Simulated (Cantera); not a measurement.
Feed: 1 mol Si2H6, a varied amount of N2, 0.094 mol HCl, at 1000 K and 10.0 mbar.

Cantera equilibrium calculation (NASA polynomials, part measured and part estimated; ideal gas, pure solids and liquids). Candidate condensed phases: NH4Cl, Si, Si3N4; 28 gas species. The feed counts by its element totals alone. N2 is the only nitrogen source here; it is nearly inert below about 1500 K, so the nitride shown seldom forms there in practice. Rates play no part.

log p: log10 of the partial pressure in bar; n: condensed amount in mol.

```json
[
 {"n(N2) (mol)": "10", "log p N2": "-2.13", "log p H2": "-2.59", "log p HCl": "?", "log p NH3": "-8.19", "log p H": "-9.94", "log p SiCl4": "-10.30", "n Si3N4(s)": "0.667"},
 {"n(N2) (mol)": "25", "log p N2": "-2.05", "log p H2": "-2.95", "log p HCl": "?", "log p NH3": "-8.69", "log p H": "-10.12", "log p SiCl4": "-11.07", "n Si3N4(s)": "0.667"},
 {"n(N2) (mol)": "40", "log p N2": "-2.03", "log p H2": "-3.14", "log p HCl": "?", "log p NH3": "-8.97", "log p H": "-10.22", "log p SiCl4": "-11.47", "n Si3N4(s)": "0.667"},
 {"n(N2) (mol)": "55", "log p N2": "-2.02", "log p H2": "-3.28", "log p HCl": "?", "log p NH3": "-9.16", "log p H": "-10.28", "log p SiCl4": "-11.74", "n Si3N4(s)": "0.667"},
 {"n(N2) (mol)": "70", "log p N2": "-2.02", "log p H2": "-3.38", "log p HCl": "?", "log p NH3": "-9.31", "log p H": "-10.33", "log p SiCl4": "-11.95", "n Si3N4(s)": "0.667"},
 {"n(N2) (mol)": "85", "log p N2": "-2.02", "log p H2": "-3.46", "log p HCl": "?", "log p NH3": "-9.43", "log p H": "-10.37", "log p SiCl4": "-12.12", "n Si3N4(s)": "0.667"},
 {"n(N2) (mol)": "100", "log p N2": "-2.01", "log p H2": "-3.53", "log p HCl": "?", "log p NH3": "-9.54", "log p H": "-10.41", "log p SiCl4": "-12.26", "n Si3N4(s)": "0.667"},
 {"n(N2) (mol)": "120", "log p N2": "-2.01", "log p H2": "-3.61", "log p HCl": "-5.11", "log p NH3": "-9.65", "log p H": "-10.45", "log p SiCl4": "-12.41", "n Si3N4(s)": "0.667"},
 {"n(N2) (mol)": "130", "log p N2": "-2.01", "log p H2": "-3.64", "log p HCl": "-5.15", "log p NH3": "-9.70", "log p H": "-10.47", "log p SiCl4": "-12.48", "n Si3N4(s)": "0.667"},
 {"n(N2) (mol)": "150", "log p N2": "-2.01", "log p H2": "-3.70", "log p HCl": "-5.21", "log p NH3": "-9.80", "log p H": "-10.50", "log p SiCl4": "-12.61", "n Si3N4(s)": "0.667"},
 {"n(N2) (mol)": "160", "log p N2": "-2.01", "log p H2": "-3.73", "log p HCl": "-5.24", "log p NH3": "-9.84", "log p H": "-10.51", "log p SiCl4": "-12.66", "n Si3N4(s)": "0.667"}
]
```

Task: Some entries are withheld; supply them.

Result: 
- 10, log p HCl: -4.10
- 25, log p HCl: -4.45
- 40, log p HCl: -4.65
- 55, log p HCl: -4.78
- 70, log p HCl: -4.88
- 85, log p HCl: -4.97
- 100, log p HCl: -5.03
